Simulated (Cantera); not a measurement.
Standard-state values (1 bar) from the NASA 1993 polynomials, evaluated with Cantera. Values are per mole of reaction as written; species without (g) are pure solids or liquids, kept so even where they would boil at 1 bar.

2 HBr(g) + Mg → H2(g) + MgBr2

```json
[
 {"T (K)": "300", "ΔH° (kJ)": "(withheld)", "ΔS° (J/K)": "(withheld)", "ΔG° (kJ)": "(withheld)", "log10 K": "(withheld)", "condensed phases": "Mg(s), MgBr2(s)"},
 {"T (K)": "1123", "ΔH° (kJ)": "-400.7", "ΔS° (J/K)": "-120.7", "ΔG° (kJ)": "-265.1", "log10 K": "12.33", "condensed phases": "Mg(l), MgBr2(l)"},
 {"T (K)": "1223", "ΔH° (kJ)": "-397.2", "ΔS° (J/K)": "-117.7", "ΔG° (kJ)": "-253.2", "log10 K": "10.82", "condensed phases": "Mg(l), MgBr2(l)"},
 {"T (K)": "1323", "ΔH° (kJ)": "-393.8", "ΔS° (J/K)": "-115.0", "ΔG° (kJ)": "-241.6", "log10 K": "9.54", "condensed phases": "Mg(l), MgBr2(l)"},
 {"T (K)": "1423", "ΔH° (kJ)": "-390.4", "ΔS° (J/K)": "-112.6", "ΔG° (kJ)": "-230.2", "log10 K": "8.45", "condensed phases": "Mg(l), MgBr2(l)"},
 {"T (K)": "1523", "ΔH° (kJ)": "(withheld)", "ΔS° (J/K)": "(withheld)", "ΔG° (kJ)": "(withheld)", "log10 K": "(withheld)", "condensed phases": "Mg(l), MgBr2(l)"}
]
```

Question: Some entries are withheld; supply them.

Answer: 
- 300, ΔH° (kJ): -451.3
- 300, ΔS° (J/K): -182.0
- 300, ΔG° (kJ): -396.7
- 300, log10 K: 69.08
- 1523, ΔH° (kJ): -387.1
- 1523, ΔS° (J/K): -110.3
- 1523, ΔG° (kJ): -219.1
- 1523, log10 K: 7.51
